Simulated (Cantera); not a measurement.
An adiabatic, constant-pressure homogeneous reactor starts with CO : H2 : O2 : N2 = 1 : 0.29 : 1.7 : 6.38 (molar parts), equivalence ratio 0.38, at 1250 K and 3750 Torr. Integrator tolerance rtol = 1e-08.

Computed with Cantera and GRI-Mech 3.0 (53 species, 325 reactions). The hydrogen kinetics of GRI-Mech 3.0 are dated; newer H2 mechanisms differ, most at raised pressure.

Question: What does this change do: pressure from 3750 Torr to 473 Torr?

Answer: 
```json
[
 {"quantity": "time of steepest temperature rise", "before": "21.7 µs", "after": "0.113 ms"},
 {"quantity": "temperature at 10.0 s", "before": "2250 K", "after": "2228 K"},
 {"quantity": "equilibrium temperature", "before": "2250 K", "after": "2228 K"},
 {"quantity": "x(CO) at 10.0 s", "before": "0.00126 (gas-phase equilibrium 0.00126)", "after": "0.00301 (gas-phase equilibrium 0.00301)"},
 {"quantity": "x(H2) at 10.0 s", "before": "6.58e-5 (gas-phase equilibrium 6.58e-5)", "after": "0.000159 (gas-phase equilibrium 0.000159)"},
 {"quantity": "x(O2) at 10.0 s", "before": "0.116 (gas-phase equilibrium 0.116)", "after": "0.116 (gas-phase equilibrium 0.116)"},
 {"quantity": "x(N2O) at 10.0 s", "before": "1.20e-6 (gas-phase equilibrium 1.20e-6)", "after": "4.06e-7 (gas-phase equilibrium 4.06e-7)"},
 {"quantity": "x(NO2) at 10.0 s", "before": "1.99e-5 (gas-phase equilibrium 1.99e-5)", "after": "6.93e-6 (gas-phase equilibrium 6.93e-6)"}
]
```

Question: What does this change do: N2 6.38 to 11 parts?

Answer: 
```csv
quantity,before,after
time of steepest temperature rise,21.7 µs,32.6 µs
temperature at 10.0 s,2250 K,1949 K
equilibrium temperature,2250 K,1949 K
x(CO) at 10.0 s,0.00126 (gas-phase equilibrium 0.00126),0.000104 (gas-phase equilibrium 0.000104)
x(H2) at 10.0 s,6.58e-5 (gas-phase equilibrium 6.58e-5),6.80e-6 (gas-phase equilibrium 6.79e-6)
x(O2) at 10.0 s,0.116 (gas-phase equilibrium 0.116),0.0769 (gas-phase equilibrium 0.0769)
x(N2O) at 10.0 s,1.20e-6 (gas-phase equilibrium 1.20e-6),5.31e-7 (gas-phase equilibrium 5.31e-7)
x(NO2) at 10.0 s,1.99e-5 (gas-phase equilibrium 1.99e-5),1.04e-5 (gas-phase equilibrium 1.05e-5)
```
